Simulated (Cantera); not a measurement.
**SiH₄ + Cl₂ + H₂ (silicon epitaxy and polysilicon growth)**

A closed system holds: 1 mol SiH₄, 0.17 mol Cl₂, 5.9 mol H₂, held at 28000 Pa.

Method: chemical equilibrium by Gibbs-energy minimisation in Cantera with the NASA 1993 tables (ideal gas, pure condensed phases). Candidate condensed phases: Si; 19 gas species. The tables' values for SiCl₃ are old estimates; treat these amounts as uncertain. Gases not in the tables: Si₂H₆ and higher silanes. Rates play no part.

From 1123 K to 1623 K the condensed part is Si(s). At 1723 K the condensed part is Si(l). The main Si-bearing gas is SiCl₄ at 1123 K and SiCl₂ at 1723 K.

```tsv
T (K)	log p H₂	log p HCl	log p SiCl₂	log p SiCl₄	log p SiHCl₃	log p SiCl₃	log p SiH₂Cl₂	log p H	n Si(s)	n Si(l)
1123	-0.56	-2.31	-3.73	-3.05	-3.07	-3.94	-4.00	-7.65	0.939	0
1223	-0.57	-2.13	-3.31	-3.41	-3.35	-3.81	-4.17	-6.81	0.955	0
1323	-0.57	-2.05	-3.10	-3.98	-3.79	-3.91	-4.44	-6.08	0.965	0
1423	-0.57	-2.03	-3.01	-4.65	-4.30	-4.13	-4.77	-5.46	0.967	0
1523	-0.57	-2.03	-2.97	-5.31	-4.80	-4.37	-5.09	-4.92	0.967	0
1623	-0.57	-2.03	-2.94	-5.90	-5.25	-4.60	-5.38	-4.45	0.966	0
1723	-0.57	-2.02	-2.94	-6.43	-5.66	-4.82	-5.65	-4.02	0	0.966
```
log p: log10 of the partial pressure in bar; n: condensed amount in mol.
